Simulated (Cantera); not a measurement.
An isothermal, constant-pressure homogeneous reactor starts with NO : N2 = 0.22 : 2.9 (molar parts), at 1800 K and 0.0263 atm.

Cantera simulation using GRI-Mech 3.0 (53 species, 325 reactions); the numbers are that mechanism's predictions, not measurements. Radical loss at walls, strong at low pressure, is not modelled.

### Question
Predict: x(NO) at 70.0 s; x(O2) at 70.0 s; x(N2O) at 70.0 s; x(NO2) at 70.0 s; x(N2) at 70.0 s; x(O) at 70.0 s.

### Answer
| Item | Result |
|---|---|
| x(NO) at 70.0 s | 0.0616 (gas-phase equilibrium 0.00186) |
| x(O2) at 70.0 s | 0.00445 (gas-phase equilibrium 0.0343) |
| x(N2O) at 70.0 s | 1.45e-6 (gas-phase equilibrium 1.93e-8) |
| x(NO2) at 70.0 s | 3.80e-6 (gas-phase equilibrium 3.08e-7) |
| x(N2) at 70.0 s | 0.934 (gas-phase equilibrium 0.964) |
| x(O) at 70.0 s | 5.59e-5 (gas-phase equilibrium 0.000139) |
